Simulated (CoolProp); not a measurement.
The numbers come from the reference Helmholtz-energy equation of state, Zhou 2012 in CoolProp.

Q: For m-xylene, give the phase and the Joule-Thomson coefficient (K/MPa), viscosity (µPa s) at 109.85 °C and 14.1 MPa; 109.85 °C and 24.7 MPa.

A: 
- 109.85 °C and 14.1 MPa: liquid; Joule-Thomson coefficient -0.377, viscosity 306
- 109.85 °C and 24.7 MPa: liquid; Joule-Thomson coefficient -0.395, viscosity 333

Viscosity comes from a separate model (Cao 2016).
